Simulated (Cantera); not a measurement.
## Low-pressure radical oxidation in H2/O2

An isothermal, constant-pressure homogeneous reactor starts with 0.990 % H2, 4.13 % O2, 94.9 % N2, equivalence ratio 0.12, at 1200 K and 2670 Pa.

Detailed kinetics in Cantera: the H2/O2 subset of GRI-Mech 3.0, which has no nitrogen chemistry. Radical loss at walls, strong at low pressure, is not modelled.

```
t (s)         x H2    x O2      x OH       x H       x O
--------  --------  ------  --------  --------  --------
4.00e-6    0.00990  0.0413    <1e-12  2.99e-12    <1e-12
2.89e-5    0.00990  0.0413    <1e-12  2.11e-11    <1e-12
0.000209   0.00990  0.0413  2.25e-11  1.40e-10  2.68e-11
0.00151    0.00990  0.0413  8.32e-10   2.20e-9   1.35e-9
0.0110     0.00707  0.0397  0.000398   0.00122  0.000778
0.0792    0.000318  0.0356  0.000415   0.00184   0.00250
0.573      3.83e-5  0.0363  0.000144   6.70e-5  0.000268
4.15       8.63e-7  0.0365   2.17e-5   2.29e-7   6.08e-6
30.0       4.91e-8  0.0365   5.23e-6   3.19e-9   3.52e-7
```
x: mole fraction; the columns are a selection and need not sum to one.

Equilibrium at this temperature and pressure: H2 4.08e-9, O2 0.0365, OH 1.51e-6, H 7.77e-11, O 2.95e-8 (gas phase only).
